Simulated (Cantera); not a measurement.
A closed system holds: 1 mol HgO, 30 mol H2, equilibrated at 875 °C and 1.00 bar.

Cantera equilibrium calculation (NASA polynomials, part measured and part estimated; ideal gas, pure solids and liquids). Candidate condensed phases: H2O, Hg, HgO; 10 gas species. Kinetics and transport are ignored.

Base state: H2 0.935, H2O 0.0323, Hg 0.0323 (mole fractions); condensed: gas only.

Q: What changes in the equilibrium state with this change: HgO replaced by Fe(CO)5?

A: 
```csv
species,before,after
H2,0.935,0.845
CO,0,0.134
CH4,0,0.0103
Hg,0.0323,0
H2O,0.0323,0.00904
CO2,0,0.00122
"Fe(α), mol",0,1.00
```
Further candidate phases: C, C6H6, C7H8, C8H18, Fe, Fe(CO)5, FeO, Fe(OH)2, Fe(OH)3, Fe2O3, Fe3O4.
